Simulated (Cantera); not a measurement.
An isothermal, constant-pressure homogeneous reactor starts with NH3 : N2 = 1 : 6 (molar parts), at 1700 K and 0.987 atm.

Computed with Cantera and the gas-phase N/H chemistry of the illustrative SiF4/NH3 mechanism in the Surface Chemkin manual (1991). Walls and surfaces, which speed up NH3 decomposition in real reactors, are not modelled.

x: mole fraction; the columns are a selection and need not sum to one.

```
t (s)       x NH3       x N    x NH2    x N2H4     x NH      x H2    x N2H2
--------  -------  --------  -------  --------  -------  --------  --------
0.000200    0.143  8.43e-12  1.27e-5       ___  1.26e-8   6.45e-6   2.56e-9
0.000572    0.143  8.42e-11  3.52e-5       ___  9.15e-8   2.08e-5   2.31e-8
0.00164     0.143  3.58e-10  7.67e-5       ___  2.95e-7  0.000100   1.20e-7
0.00468     0.142   1.03e-9  8.99e-5   6.73e-8  3.88e-7  0.000473   1.71e-7
0.0134      0.142   2.82e-9  8.77e-5   6.41e-8  4.34e-7   0.00159   1.69e-7
0.0383      0.139   8.14e-9  8.30e-5       ___  5.23e-7   0.00472   1.65e-7
0.110       0.133   1.98e-8  7.53e-5       ___  6.32e-7    0.0133   1.52e-7
0.313       0.116   3.31e-8  6.46e-5       ___  6.79e-7    0.0346   1.23e-7
0.896      0.0837   3.78e-8  4.84e-5       ___  6.00e-7    0.0776   7.31e-8
2.56       0.0413   3.08e-8  2.69e-5       ___  3.97e-7     0.133   2.41e-8
7.33       0.0131   1.65e-8  1.00e-5  8.34e-10  1.76e-7     0.170   3.61e-9
21.0      0.00355   5.96e-9  2.97e-6  7.32e-11  5.75e-8     0.183  3.34e-10
60.0      0.00104   1.93e-9  8.99e-7  6.72e-12  1.80e-8     0.186  3.12e-11
```

### Question
Some entries are withheld; supply them.

### Answer

- 0.000200, x N2H4: 1.33e-9
- 0.000572, x N2H4: 1.03e-8
- 0.00164, x N2H4: 4.90e-8
- 0.0383, x N2H4: 5.74e-8
- 0.110, x N2H4: 4.72e-8
- 0.313, x N2H4: 3.48e-8
- 0.896, x N2H4: 1.95e-8
- 2.56, x N2H4: 6.03e-9
